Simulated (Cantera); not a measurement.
**Thermodynamics of nitride etching, feed Si3N4 + NF3 + N2 + H2**

Input: 1 mol Si3N4, 18 mol NF3, 4.3 mol N2, 0.035 mol H2, held at 9.00 Pa.

Method: chemical equilibrium by Gibbs-energy minimisation in Cantera with the NASA 1993 tables (ideal gas, pure condensed phases). Candidate condensed phases: Si, Si3N4; 37 gas species. The tables' values for SiF3 are old estimates; treat these amounts as uncertain. Equilibrium is a limit: real reactors are often held back by kinetics, nucleation or transport.

```
T (K)    x F      x F2   x N2  x SiF4     x NF3     x HF    x SiF3
-----  -----  --------  -----  ------  --------  -------  --------
723    0.152     0.414  0.359  0.0706   0.00237  0.00165    <1e-12
923    0.667    0.0217  0.259  0.0508   2.19e-7  0.00119    <1e-12
1123   0.695  0.000512  0.254  0.0498  3.94e-11  0.00116    <1e-12
1323   0.695   3.50e-5  0.254  0.0498    <1e-12  0.00116    <1e-12
1523   0.695   4.78e-6  0.254  0.0498    <1e-12  0.00116  2.60e-10
1723   0.695   1.03e-6  0.254  0.0498    <1e-12  0.00116   6.89e-8
1923   0.695   3.04e-7  0.254  0.0497    <1e-12  0.00116   5.69e-6
2123   0.695   1.13e-7  0.254  0.0495    <1e-12  0.00116  0.000203
```
x: gas mole fraction; nothing condenses.

From 723 K to 2123 K nothing is condensed. The main Si-bearing gas is SiF4 throughout.
